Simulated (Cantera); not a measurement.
An adiabatic, constant-volume homogeneous reactor starts with H2 : O2 : N2 = 1 : 0.385 : 1.45 (molar parts), at 1198 K and 54000 Pa. Integrator tolerance rtol = 1e-08.

Computed with Cantera and the H2/O2 subset of GRI-Mech 3.0, which has no nitrogen chemistry.

Task: What does this change do: initial temperature 1198 to 1123 K?

Result: 
```json
[
 {"quantity": "time of steepest temperature rise", "before": "83.4 µs", "after": "0.129 ms"},
 {"quantity": "temperature at 6.00 s", "before": "2908 K", "after": "2896 K"},
 {"quantity": "equilibrium temperature", "before": "2908 K", "after": "2896 K"},
 {"quantity": "x(H2) at 6.00 s", "before": "0.103 (gas-phase equilibrium 0.103)", "after": "0.102 (gas-phase equilibrium 0.102)"},
 {"quantity": "x(O2) at 6.00 s", "before": "0.00567 (gas-phase equilibrium 0.00567)", "after": "0.00514 (gas-phase equilibrium 0.00514)"},
 {"quantity": "x(H2O2) at 6.00 s", "before": "3.16e-7 (gas-phase equilibrium 3.16e-7)", "after": "3.09e-7 (gas-phase equilibrium 3.09e-7)"},
 {"quantity": "x(OH) at 6.00 s", "before": "0.0270 (gas-phase equilibrium 0.0270)", "after": "0.0254 (gas-phase equilibrium 0.0254)"},
 {"quantity": "x(HO2) at 6.00 s", "before": "3.97e-6 (gas-phase equilibrium 3.97e-6)", "after": "3.68e-6 (gas-phase equilibrium 3.68e-6)"},
 {"quantity": "x(H) at 6.00 s", "before": "0.0351 (gas-phase equilibrium 0.0351)", "after": "0.0326 (gas-phase equilibrium 0.0326)"},
 {"quantity": "x(O) at 6.00 s", "before": "0.00570 (gas-phase equilibrium 0.00570)", "after": "0.00504 (gas-phase equilibrium 0.00504)"}
]
```

Task: What does this change do: pressure from 54000 Pa to 100000 Pa?

Result: 
| quantity | before | after |
|---|---|---|
| time of steepest temperature rise | 83.4 µs | 46.4 µs |
| temperature at 6.00 s | 2908 K | 2971 K |
| equilibrium temperature | 2908 K | 2971 K |
| x(H2) at 6.00 s | 0.103 (gas-phase equilibrium 0.103) | 0.102 (gas-phase equilibrium 0.102) |
| x(O2) at 6.00 s | 0.00567 (gas-phase equilibrium 0.00567) | 0.00490 (gas-phase equilibrium 0.00490) |
| x(H2O2) at 6.00 s | 3.16e-7 (gas-phase equilibrium 3.16e-7) | 4.53e-7 (gas-phase equilibrium 4.53e-7) |
| x(OH) at 6.00 s | 0.0270 (gas-phase equilibrium 0.0270) | 0.0258 (gas-phase equilibrium 0.0258) |
| x(HO2) at 6.00 s | 3.97e-6 (gas-phase equilibrium 3.97e-6) | 4.73e-6 (gas-phase equilibrium 4.73e-6) |
| x(H) at 6.00 s | 0.0351 (gas-phase equilibrium 0.0351) | 0.0311 (gas-phase equilibrium 0.0311) |
| x(O) at 6.00 s | 0.00570 (gas-phase equilibrium 0.00570) | 0.00482 (gas-phase equilibrium 0.00482) |
